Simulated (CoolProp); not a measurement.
Saturation properties of hexamethyldisiloxane (MM) (Tc = 518.7 K, pc = 1.931 MPa, ω = 0.418).

Values from CoolProp's reference Helmholtz-energy equation of state, Thol 2016.

```
T (K)  p (MPa)  liquid cp (kJ/(kg K))  vapour Z  surface tension (mN/m)
-----  -------  ---------------------  --------  ----------------------
385.7   0.1419                      ?    0.9196                    8.11
391.6   0.1658                      ?    0.9103                    7.65
397.5        ?                  2.193    0.9002                       ?
403.3   0.2223                  2.213    0.8896                    6.77
409.2   0.2559                  2.233    0.8781                    6.33
415.1   0.2931                  2.255    0.8657                    5.90
421     0.3344                  2.277    0.8525                    5.48
426.9   0.3799                  2.301    0.8384                    5.06
432.8   0.4300                  2.325    0.8234                    4.65
438.7   0.4850                  2.351    0.8073                    4.25
444.6   0.5451                  2.379    0.7902                    3.85
450.5   0.6107                  2.409    0.7719                    3.47
```

What belongs in the gaps?


- 385.7, liquid cp (kJ/(kg K)): 2.154
- 391.6, liquid cp (kJ/(kg K)): 2.173
- 397.5, p (MPa): 0.1927
- 397.5, surface tension (mN/m): 7.20

It boils at 373.7 K under 1 atm.

Surface tension comes from a separate correlation (Mulero 2014), older than this fluid's equation and unchecked against measurements.
